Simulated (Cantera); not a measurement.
Gas mixture: 100 % N₂O, at 1300 Pa, frozen composition.

Cantera's kinetic-theory transport with the Lennard-Jones parameters of GRI-Mech 3.0, ideal gas; thermal conductivity in the mixture-averaged form. The composition is frozen, though it would react at the higher temperatures.

One state of this run: ρ (kg/m³) = 0.00688; cp (J/kg/K) = 1255; μ (µPa s) = 40.0; λ (mW/m/K) = 68.0; Pr = 0.739; D (cm²/s) CH₃ = 114; D (cm²/s) H = 645; D (cm²/s) CH₄ = 113. D: mixture-averaged diffusion coefficient of that species in the mixture.

Which value of T (K) does it belong to?
A. 400
B. 800
C. 1000
D. 600

C, 1000
